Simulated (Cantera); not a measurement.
Standard-state values (1 bar) from the NASA 1993 polynomials, evaluated with Cantera. Values are per mole of reaction as written; species without (g) are pure solids or liquids, kept so even where they would boil at 1 bar.

4 C3H8(g) + 5 Si → 5 SiH4(g) + 6 C2H2(g), with ΔH° = 1959.6 kJ and ΔS° = 1053.9 J/K at 300 K.

Q: How far is the shortcut ΔG° ≈ ΔH°(300 K) − T·ΔS°(300 K) from the full temperature-dependent value at 1798, 1823, 1848, 1873, 1898, 1923, 1948, 1973 K?

A: 
```csv
T (K),shortcut (kJ),full (kJ),difference (kJ),difference in log10 K,condensed phases
1798,64.6,10.0,54.7,-1.59,Si(l)
1823,38.3,-13.8,52.1,-1.49,Si(l)
1848,11.9,-37.5,49.4,-1.40,Si(l)
1873,-14.4,-61.2,46.8,-1.30,Si(l)
1898,-40.7,-84.9,44.1,-1.21,Si(l)
1923,-67.1,-108.5,41.4,-1.13,Si(l)
1948,-93.4,-132.2,38.8,-1.04,Si(l)
1973,-119.8,-155.9,36.1,-0.95,Si(l)
```
The shortcut ignores heat capacities and the phase changes listed.
